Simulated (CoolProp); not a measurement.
Properties of octamethylcyclotetrasiloxane (D4) along the isotherm 620 K.

Values from CoolProp's reference Helmholtz-energy equation of state, Thol 2015.

```csv
p (MPa),phase,Z,Joule-Thomson coefficient (K/MPa),expansivity (1/kK),fugacity coefficient
0.842,gas,0.7995,9.894,3.666,0.8285
1.68,supercritical,0.5219,17.05,14.95,0.6669
2.53,supercritical,0.3526,5.653,11.79,0.5227
3.37,supercritical,0.4011,2.200,5.831,0.4366
4.21,supercritical,0.4669,1.270,4.143,0.3848
5.05,supercritical,0.5354,0.8405,3.336,0.3513
5.89,supercritical,0.6041,0.5910,2.852,0.3288
6.74,supercritical,0.6733,0.4252,2.521,0.3131
7.58,supercritical,0.7411,0.3090,2.284,0.3025
8.42,supercritical,0.8082,0.2218,2.101,0.2954
9.26,supercritical,0.8748,0.1539,1.956,0.2910
10.1,supercritical,0.9407,0.09934,1.837,0.2886
10.9,supercritical,1.003,0.05651,1.742,0.2880
11.8,supercritical,1.072,0.01628,1.650,0.2889
12.6,supercritical,1.134,-0.01402,1.580,0.2908
13.5,supercritical,1.202,-0.04330,1.512,0.2942
```
